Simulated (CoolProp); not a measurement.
The fluid at 573.46 K and 2.24 MPa flows at 3.5 m/s in a round tube of 2 mm bore and 45 µm roughness, fully developed (64/Re and Nu = 3.66 if laminar; Colebrook and Gnielinski if turbulent). The same conditions are run with several fluids, on thermodynamics alone (safety and materials aside).

Values from CoolProp's reference Helmholtz-energy equation of state of each fluid (benzene: Thol 2012; n-heptane: Span 2003; n-octane: Beckmüller 2019).

Task: Rank benzene, n-heptane, n-octane by Reynolds number, highest first.

Result: n-octane (45500), n-heptane (32100), benzene (21000)

```tsv
fluid	Darcy friction factor	pressure drop (Pa/m)	heat-transfer coefficient (W/(m² K))	mass flow (kg/h)
benzene	0.0526	7060	2480	1.74
n-heptane	0.0520	10400	4950	2.59
n-octane	0.0517	15100	7550	3.78
```

Transport values come from each fluid's own correlations.
